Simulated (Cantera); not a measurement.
Cantera with NASA thermochemical tables; ideal gases at 1 bar, condensed phases pure. Values are per mole of reaction as written; species without (g) are pure solids or liquids, kept so even where they would boil at 1 bar.

Between 300 and 2875 K, where is each reaction favourable under standard conditions?
- N₂O(g) + 9 TiO₂ = 3 Ti₃O₅ + 2 NO₂(g)


- N₂O(g) + 9 TiO₂ = 3 Ti₃O₅ + 2 NO₂(g): ΔG° is 1053 kJ at 300 K and 293 kJ at 2875 K; it stays positive (K < 1). ΔH° is 1108 kJ and ΔS° 283 J/K at 2875 K.
